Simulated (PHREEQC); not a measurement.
2 g of hydrous ferric oxide (600 m²/g; 0.2 weak and 0.005 strong sites per Fe, Dzombak-Morel constants, diffuse double layer) in 1 kg of water with 0.1 mol/kgw of an inert sodium salt and 5.5 mmol/kgw MgCl2, 1.6 mmol/kgw ZnSO4 and 0.029 mmol/kgw CaCl2, at 25 °C; the pH is set by adding NaOH or the inert anion's acid. O2 is buffered at 0.21 atm. No CO2 enters from the air. Precipitation was switched off in this run.

The series has 17 steps of pH, from 3 to 9.

Model: ion-association model, wateq4f.dat, run in PHREEQC.

### Question
Near which pH is half of the S sorbed, and on which side is more sorbed?

### Answer
Near pH 6.0, with more sorbed at lower pH.

### Question
Near which pH is half of the Zn sorbed, and on which side is more sorbed?

### Answer
Near pH 6.3, with more sorbed at higher pH.

Along this series the solution becomes supersaturated in solids that the run did not let form, among them Zn(OH)2-e, Zn4(OH)6SO4, Zn5(OH)8Cl2. The oxide is taken as insoluble; below pH 4 it would dissolve.
